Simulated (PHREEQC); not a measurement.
A solution holds 9.7 mmol/kgw HCl, 83 mmol/kgw FeCl3 and 0.49 mmol/kgw MnSO4, at 25 °C. Closed to the air; pH follows from the charge balance.

Computed with PHREEQC (ion-association model, phreeqc.dat).

Each row changes one thing in this solution. No solid was allowed to form.

```json
[
 {"case": "as made", "pH": "1.78", "ionic strength (mol/kgw)": "0.337", "Cl- (mol/kgw)": "0.202", "FeCl+2 (mol/kgw)": "0.0398", "Fe+3 (mol/kgw)": "0.0229", "FeCl2+ (mol/kgw)": "0.00851", "SI of Goethite (FeOOH)": "+3.72", "SI of Hematite (Fe2O3)": "+9.45"},
 {"case": "temperature from 25 to 90 °C", "pH": "1.57", "ionic strength (mol/kgw)": "0.325", "Cl- (mol/kgw)": "(withheld)", "FeCl+2 (mol/kgw)": "0.0494", "Fe+3 (mol/kgw)": "0.00592", "FeCl2+ (mol/kgw)": "0.00168", "SI of Goethite (FeOOH)": "+4.28", "SI of Hematite (Fe2O3)": "+10.83"},
 {"case": "diluted 2-fold with water", "pH": "1.92", "ionic strength (mol/kgw)": "0.191", "Cl- (mol/kgw)": "0.110", "FeCl+2 (mol/kgw)": "0.0150", "Fe+3 (mol/kgw)": "0.0143", "FeCl2+ (mol/kgw)": "0.00216", "SI of Goethite (FeOOH)": "+4.04", "SI of Hematite (Fe2O3)": "+10.09"},
 {"case": "MnSO4 left out", "pH": "1.78", "ionic strength (mol/kgw)": "0.337", "Cl- (mol/kgw)": "(withheld)", "FeCl+2 (mol/kgw)": "0.0400", "Fe+3 (mol/kgw)": "0.0230", "FeCl2+ (mol/kgw)": "(withheld)", "SI of Goethite (FeOOH)": "+3.72", "SI of Hematite (Fe2O3)": "+9.44"},
 {"case": "HCl from 0.0097 to 0.0107 mol/kgw", "pH": "1.77", "ionic strength (mol/kgw)": "0.337", "Cl- (mol/kgw)": "0.202", "FeCl+2 (mol/kgw)": "0.0400", "Fe+3 (mol/kgw)": "0.0230", "FeCl2+ (mol/kgw)": "(withheld)", "SI of Goethite (FeOOH)": "+3.69", "SI of Hematite (Fe2O3)": "+9.39"},
 {"case": "diluted 5-fold with water", "pH": "(withheld)", "ionic strength (mol/kgw)": "0.0837", "Cl- (mol/kgw)": "0.0477", "FeCl+2 (mol/kgw)": "0.00349", "Fe+3 (mol/kgw)": "0.00644", "FeCl2+ (mol/kgw)": "0.000290", "SI of Goethite (FeOOH)": "+4.55", "SI of Hematite (Fe2O3)": "+11.12"}
]
```

**Question.** What belongs in the gaps?

**Answer.** 
- temperature from 25 to 90 °C, Cl- (mol/kgw): 0.206
- MnSO4 left out, Cl- (mol/kgw): 0.201
- MnSO4 left out, FeCl2+ (mol/kgw): 0.00855
- HCl from 0.0097 to 0.0107 mol/kgw, FeCl2+ (mol/kgw): 0.00859
- diluted 5-fold with water, pH: 2.15

Species that the database lacks are ignored. Some of these states are supersaturated (in Hematite (slow to form), Goethite (slow to form), for instance). Constants without temperature data keep their 25 °C values here.
